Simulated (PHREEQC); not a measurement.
**Reverse-osmosis permeate: speciation**

A made-up water analysis in mg/L, 65 °C, pH 6.05, pe 12.9: Na 4.7; K 0.721; Ca 12.2; Mg 1.08; Cl 14.2; S(6) as SO4 3.77; Alkalinity as HCO3 25.4; Ba 0.134; Li 0.171; Cd 0.0135; O(0) (dissolved oxygen) 0.142; Zn 0.323.

Valence states are taken as typed.

The numbers come from PHREEQC with the ion-association model, wateq4f.dat.

This is a speciation only: nothing precipitates in the calculation.

Estimate the charge-balance error.

charge-balance error 3.4 %.

In which forms is Zn present?

Zn+2 93 %, ZnHCO3+ 4.1 %, ZnOH+ 1.5 %, ZnSO4 0.7 %, ZnCO3 0.5 % of the Zn.

At this temperature some constants are extrapolated from 25 °C, and those without enthalpy data are left unchanged.
